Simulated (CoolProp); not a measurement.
Vapour-liquid equilibrium of acetone (1) + toluene (2) at 142 kPa; x and y are mole fractions of (1).

Computed with CoolProp (multi-fluid Helmholtz-energy mixture model, Lemmon 2006 and Lemmon 2006; pair parameters Bell 2016).

Problem. Give the bubble temperature and the first vapour's composition at x = 0.05, 0.2, 0.35. Is there an azeotrope?

Solution. x = 0.05: 386.7 K, y = 0.252; x = 0.2: 369.3 K, y = 0.604; x = 0.35: 359.8 K, y = 0.748. No azeotrope shows between x = 0.05 and 0.95.

Pair parameters are fitted to limited data, so mixtures are less certain than the pure fluids.
